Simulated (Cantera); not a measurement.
Adiabatic ignition

An adiabatic, constant-pressure homogeneous reactor starts with CH4 : O2 : N2 = 1 : 4.44 : 16.7 (molar parts), at 1300 K and 3750 Torr.

Detailed kinetics in Cantera: GRI-Mech 3.0 (53 species, 325 reactions).

| t (s) | T (K) | x CH4 | x O2 | x HCN | x C2H | x C2H2 |
|---|---|---|---|---|---|---|
| 8.00e-6 | 1300 | 0.0452 | 0.201 | <1e-12 | <1e-12 | <1e-12 |
| 2.78e-5 | 1300 | 0.0452 | 0.201 | <1e-12 | <1e-12 | <1e-12 |
| 9.63e-5 | 1300 | 0.0452 | 0.201 | <1e-12 | <1e-12 | <1e-12 |
| 0.000334 | 1300 | 0.0451 | 0.201 | <1e-12 | <1e-12 | 1.28e-11 |
| 0.00116 | 1304 | 0.0443 | 0.200 | <1e-12 | <1e-12 | 7.67e-9 |
| 0.00402 | 2234 | <1e-12 | 0.109 | <1e-12 | <1e-12 | <1e-12 |
| 0.0139 | 2232 | <1e-12 | 0.109 | <1e-12 | <1e-12 | <1e-12 |
| 0.0483 | 2226 | <1e-12 | 0.107 | <1e-12 | <1e-12 | <1e-12 |
| 0.168 | 2217 | <1e-12 | 0.105 | <1e-12 | <1e-12 | <1e-12 |
| 0.582 | 2215 | <1e-12 | 0.105 | <1e-12 | <1e-12 | <1e-12 |
| 2.02 | 2215 | <1e-12 | 0.105 | <1e-12 | <1e-12 | <1e-12 |
| 7.00 | 2215 | <1e-12 | 0.105 | <1e-12 | <1e-12 | <1e-12 |
x: mole fraction; the columns are a selection and need not sum to one.

```json
{
 "time_of_steepest_temperature_rise": "2.01 ms",
 "temperature at 7.00 s": "2215 K",
 "equilibrium_temperature": "2215 K",
 "x(CH4) at 7.00 s": "<1e-12 (gas-phase equilibrium <1e-12)",
 "x(O2) at 7.00 s": "0.105 (gas-phase equilibrium 0.105)",
 "x(HCN) at 7.00 s": "<1e-12 (gas-phase equilibrium <1e-12)"
}
```
